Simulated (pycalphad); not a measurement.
CALPHAD calculation (pycalphad, COST 507 light-alloy database (1999)), 1 atm. The database dates from 1999; later assessments differ in places, in temperatures and in the compounds included. Amounts are mole fractions of atoms.

### Question
Give the equilibrium state of Mg-0.34Si-0.22Al (at.%) at 900 K.

### Answer
hcp, fraction 0.990, with <0.01 Si, 0.22 Al at.%; MG2SI, fraction 0.010, with 33.3 Si, no Al at.%.

Database names, with the compositions (at.%) that they take in these runs: MG2SI: Mg 67 Si 33. An entry "none" or "no" means that the model of the phase leaves that element out.
